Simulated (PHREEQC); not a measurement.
Make-up at 94 °C: 0.002 mol HF, 0.059 mol NH4HF2 and 2.4e-07 mol H4SiO4 per kg of water. Closed to the air; pH follows from the charge balance.

The numbers come from PHREEQC with the ion-association model, phreeqc.dat.

```json
[
 {"quantity": "pH", "before": "3.65", "after": "3.30"},
 {"quantity": "ionic strength (mol/kgw)", "before": "0.0593", "after": "0.000514"},
 {"quantity": "HF (mol/kgw)", "before": "0.0506", "after": "0.00148"},
 {"quantity": "F- (mol/kgw)", "before": "0.0492", "after": "0.000511"},
 {"quantity": "HF2- (mol/kgw)", "before": "0.0101", "after": "3.08e-6"},
 {"quantity": "SI of Quartz (SiO2)", "before": "-8.70", "after": "-3.46"}
]
```

Problem. Which change was made?
A) NH4HF2 left out
B) temperature from 94 to 40 °C
C) H4SiO4 from 2.4e-07 to 2.4e-06 mol/kgw
D) diluted 100-fold with water
E) HF left out

Solution. A, NH4HF2 left out

Precipitation was switched off in this run. Constants without temperature data keep their 25 °C values here. SiF6-2 is the database's only silicon fluoride.
